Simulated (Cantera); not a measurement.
Charge: 1 mol Pb, 0.38 mol CO, 11 mol H2, equilibrated at 677 °C and 975 Torr.

Method: chemical equilibrium by Gibbs-energy minimisation in Cantera with the NASA 1993 tables (ideal gas, pure condensed phases). Kinetics and transport are ignored.

```
species       before   after
----------  --------  ------
H2             0.934   0.727
CH4           0.0308  0.0974
H2O           0.0306  0.0817
CO           0.00437  0.0783
CO2         0.000256  0.0158
Pb(l), mol     1.000   1.000
```
Gas species are given as mole fractions.

Which change was made?
A. temperature from 677 °C to 1177 °C
B. temperature from 677 °C to 725 °C
C. CO from 0.38 to 2.1 mol
D. pressure from 975 Torr to 1.00 Torr

C, CO from 0.38 to 2.1 mol
